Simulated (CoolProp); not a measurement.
R22 at several states: Z from the reference equation and from simpler models built on Tc = 369.3 K, pc = 49.90 bar, ω = 0.221; each cubic takes its own stable root.

Computed with CoolProp (reference Helmholtz-energy equation of state, Kamei 1995).

| T (K) | p (bar) | phase | reference |
|---|---|---|---|
| 395 | 1.48 | gas | 0.9919 |
| 400.5 | 85.2 | supercritical | 0.3810 |
| 219.2 | 31.1 | liquid | 0.1016 |

Question: How far does each simpler model (van der Waals, Redlich-Kwong, Soave-Redlich-Kwong, Peng-Robinson) lie from the reference over these 3 states: mean and median of the absolute difference, and the worst?

Answer: 
- van der Waals: mean 25.3 %, median 10.9 %, worst +64.9 % at 219.2 K and 31.1 bar
- Redlich-Kwong: mean 6.5 %, median 7.0 %, worst +12.5 % at 219.2 K and 31.1 bar
- Soave-Redlich-Kwong: mean 9.0 %, median 10.0 %, worst +17.1 % at 400.5 K and 85.2 bar
- Peng-Robinson: mean 3.9 %, median 2.4 %, worst +9.2 % at 400.5 K and 85.2 bar
